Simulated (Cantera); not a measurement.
An isothermal, constant-pressure homogeneous reactor starts with CH4 : H2O : H2 = 1 : 0.49 : 1.5 (molar parts), at 2223 K and 1.97 atm. Integrator tolerance rtol = 1e-08.

Computed with Cantera and GRI-Mech 3.0 (53 species, 325 reactions). GRI-Mech 3.0 stops at C3 and has no aromatics, soot or wall deposition, so with more carbon than oxygen in the feed, carbon stays in small species such as C2H2 where larger ones or solid carbon would form.

**Question.** What does this change do: temperature 2223 to 1375 K?

**Answer.** 
| quantity | before | after |
|---|---|---|
| x(CH4) at 10.0 s | 0.00165 (gas-phase equilibrium 0.00165) | 0.282 (gas-phase equilibrium 0.125) |
| x(H2O) at 10.0 s | 1.96e-6 (gas-phase equilibrium 1.97e-6) | 0.157 (gas-phase equilibrium 3.73e-5) |
| x(H2) at 10.0 s | 0.829 (gas-phase equilibrium 0.829) | 0.539 (gas-phase equilibrium 0.751) |
| x(CH2) at 10.0 s | 1.14e-6 (gas-phase equilibrium 1.14e-6) | 5.16e-11 (gas-phase equilibrium 1.37e-11) |
| x(O) at 10.0 s | 4.92e-12 (gas-phase equilibrium 4.94e-12) | <1e-12 (gas-phase equilibrium <1e-12) |
| x(CH2O) at 10.0 s | 7.29e-8 (gas-phase equilibrium 7.29e-8) | 5.09e-8 (gas-phase equilibrium 8.43e-8) |
| x(CH2CO) at 10.0 s | 2.03e-7 (gas-phase equilibrium 2.03e-7) | 6.07e-7 (gas-phase equilibrium 1.29e-7) |

**Question.** What does this change do: CH4 1 to 0.49 parts?

**Answer.** 
```json
[
 {"quantity": "x(CH4) at 10.0 s", "before": "0.00165 (gas-phase equilibrium 0.00165)", "after": "4.07e-5 (gas-phase equilibrium 4.21e-5)"},
 {"quantity": "x(H2O) at 10.0 s", "before": "1.96e-6 (gas-phase equilibrium 1.97e-6)", "after": "0.000104 (gas-phase equilibrium 0.000109)"},
 {"quantity": "x(H2) at 10.0 s", "before": "0.829 (gas-phase equilibrium 0.829)", "after": "0.854 (gas-phase equilibrium 0.854)"},
 {"quantity": "x(CH2) at 10.0 s", "before": "1.14e-6 (gas-phase equilibrium 1.14e-6)", "after": "2.74e-8 (gas-phase equilibrium 2.83e-8)"},
 {"quantity": "x(O) at 10.0 s", "before": "4.92e-12 (gas-phase equilibrium 4.94e-12)", "after": "2.54e-10 (gas-phase equilibrium 2.66e-10)"},
 {"quantity": "x(CH2O) at 10.0 s", "before": "7.29e-8 (gas-phase equilibrium 7.29e-8)", "after": "9.70e-8 (gas-phase equilibrium 9.70e-8)"},
 {"quantity": "x(CH2CO) at 10.0 s", "before": "2.03e-7 (gas-phase equilibrium 2.03e-7)", "after": "6.26e-9 (gas-phase equilibrium 6.48e-9)"}
]
```
